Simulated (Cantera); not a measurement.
Equilibrium for chlorosilane synthesis and conversion: Si + HCl + H2

A closed system holds: 1 mol Si, 3.2 mol HCl, 0.61 mol H2, equilibrated at 400 °C and 1430 Torr.

Equilibrium computed with Cantera from the NASA thermochemical tables; the gas is ideal and each condensed phase is pure. Candidate condensed phases: Si; 19 gas species. Kinetics and transport are ignored.

The x(H2) comes out as 0.698. The x(SiCl4) is 0.191 and the x(SiHCl3) is 0.107. The x(SiH2Cl2) comes out as 0.00368 and the x(HCl) is 0.000158. The x(SiH3Cl) comes out as 2.66e-5 and the x(SiCl3) is 3.05e-6. The n(Si(s)) is 0.116 mol and the gas amount is 2.926 mol.
